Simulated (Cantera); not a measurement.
Input: 1 mol Fe, 2.7 mol CO2, 16 mol CO, held at 1500 K and 2.10 mbar.

These are equilibrium values from Cantera (NASA tables, ideal gas, pure condensed phases), not measurements of a reactor. Candidate condensed phases: C, Fe, Fe(CO)5, FeO, Fe2O3, Fe3O4; 15 gas species. Mutual solubility and eutectic melting of coexisting phases are not modelled. The tables' stoichiometric FeO is somewhat more stable than real wüstite, so its field is too wide. FeO: taken at fixed stoichiometry. Kinetics and transport are ignored.

Base state: CO 0.861, CO2 0.139, Fe 7.14e-5 (mole fractions); condensed: Fe(γ) + FeO(s).

### Question
What changes in the equilibrium state with this change: temperature from 1500 K to 1900 K?

### Answer
```
species       before     after
-----------  -------  --------
CO             0.861     0.835
CO2            0.139     0.126
Fe           7.14e-5    0.0386
O            1.53e-9   1.17e-5
FeO          1.19e-7  0.000380
Fe(γ), mol     0.902         0
FeO(s), mol   0.0964         0
FeO(l), mol        0     0.241
```
